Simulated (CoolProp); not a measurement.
Saturated liquid density (kg/m³) of hydrogen chloride: the reference equation beside estimates from Tc = 51.5 °C, pc = 8.314 MPa, ω = 0.130. Rackett uses Z = 0.29056 − 0.08775 ω.

The numbers come from the reference Helmholtz-energy equation of state, Thol 2018 in CoolProp.

```json
[
 {"T (°C)": "-59.95", "reference": "1120", "Rackett": "___", "van der Waals": "664.2", "Redlich-Kwong": "970.3", "Soave-Redlich-Kwong": "982.9"},
 {"T (°C)": "-48.15", "reference": "1088", "Rackett": "999.7", "van der Waals": "644.8", "Redlich-Kwong": "936.1", "Soave-Redlich-Kwong": "950.5"},
 {"T (°C)": "-36.35", "reference": "___", "Rackett": "968.0", "van der Waals": "624.0", "Redlich-Kwong": "899.1", "Soave-Redlich-Kwong": "915.0"},
 {"T (°C)": "-24.55", "reference": "1016", "Rackett": "934.3", "van der Waals": "601.7", "Redlich-Kwong": "859.1", "Soave-Redlich-Kwong": "876.1"},
 {"T (°C)": "-12.65", "reference": "975.5", "Rackett": "897.7", "van der Waals": "___", "Redlich-Kwong": "___", "Soave-Redlich-Kwong": "832.7"},
 {"T (°C)": "-0.85", "reference": "931.2", "Rackett": "857.9", "van der Waals": "___", "Redlich-Kwong": "766.3", "Soave-Redlich-Kwong": "784.3"},
 {"T (°C)": "10.95", "reference": "881.1", "Rackett": "813.4", "van der Waals": "519.8", "Redlich-Kwong": "711.7", "Soave-Redlich-Kwong": "729.3"},
 {"T (°C)": "22.75", "reference": "822.1", "Rackett": "761.6", "van der Waals": "484.5", "Redlich-Kwong": "648.6", "Soave-Redlich-Kwong": "664.8"},
 {"T (°C)": "34.65", "reference": "___", "Rackett": "695.8", "van der Waals": "440.5", "Redlich-Kwong": "571.0", "Soave-Redlich-Kwong": "584.2"}
]
```

### Question
What belongs in the gaps?

### Answer

- -59.95, Rackett: 1030
- -36.35, reference: 1053
- -12.65, van der Waals: 577.1
- -12.65, Redlich-Kwong: 814.8
- -0.85, van der Waals: 550.1
- 34.65, reference: 745.9

Absolute difference from the reference over all 9 rows, mean and median: Rackett 7.8 and 8.0 %, van der Waals 40.9 and 40.8 %, Redlich-Kwong 17.3 and 16.5 %, Soave-Redlich-Kwong 15.6 and 14.6 %.
